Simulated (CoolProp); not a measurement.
R236FA at 298.15 K and 7.4 MPa flows at 0.86 m/s in a round tube of 25 mm bore and 45 µm roughness, fully developed (64/Re and Nu = 3.66 if laminar; Colebrook and Gnielinski if turbulent). Each further row changes one setting.

Model: reference Helmholtz-energy equation of state, Pan 2012, in CoolProp.

```json
[
 {"case": "as stated", "Reynolds number": "92100", "Darcy friction factor": "0.0247", "pressure drop (Pa/m)": "509", "heat-transfer coefficient (W/(m² K))": "1850", "mass flow (kg/h)": "2120"},
 {"case": "velocity 1.72 m/s", "Reynolds number": "184000", "Darcy friction factor": "0.0238", "pressure drop (Pa/m)": "1960", "heat-transfer coefficient (W/(m² K))": "3630", "mass flow (kg/h)": "4230"},
 {"case": "diameter 50 mm", "Reynolds number": "184000", "Darcy friction factor": "0.0207", "pressure drop (Pa/m)": "214", "heat-transfer coefficient (W/(m² K))": "1640", "mass flow (kg/h)": "8460"}
]
```

Viscosity comes from a separate model (Huber 2003), an estimate that may be off by 10 % or more. Thermal conductivity comes from a separate model (Huber 2003), an estimate that may be off by 10 % or more.
